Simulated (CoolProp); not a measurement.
Saturation properties of toluene.

Values from CoolProp's reference Helmholtz-energy equation of state, Lemmon 2006. It is a short technical equation, of lower accuracy than the large ones.

```tsv
T (°C)	p (bar)	vapour density (kg/m³)	liquid viscosity (µPa s)	liquid conductivity (mW/(m K))
66.85	?	0.7995	356	?
88.75	0.5213	1.638	295	?
110.65	1.015	3.054	249	107
132.45	?	5.276	213	102
154.35	3.036	8.619	184	96.8
176.25	4.804	13.46	160	92.2
198.15	?	20.31	140	88.1
219.95	10.53	29.87	?	84.4
241.85	14.82	43.46	105	81.2
263.75	20.32	63.33	88.4	78.6
```

Some entries are withheld; supply them.


- 66.85, p (bar): 0.2417
- 66.85, liquid conductivity (mW/(m K)): 119
- 88.75, liquid conductivity (mW/(m K)): 113
- 132.45, p (bar): 1.813
- 198.15, p (bar): 7.258
- 219.95, liquid viscosity (µPa s): 121

It boils at 110.6 °C under 1 atm.

Viscosity comes from a separate model (Avgeri 2015). Thermal conductivity comes from a separate model (Assael 2012).
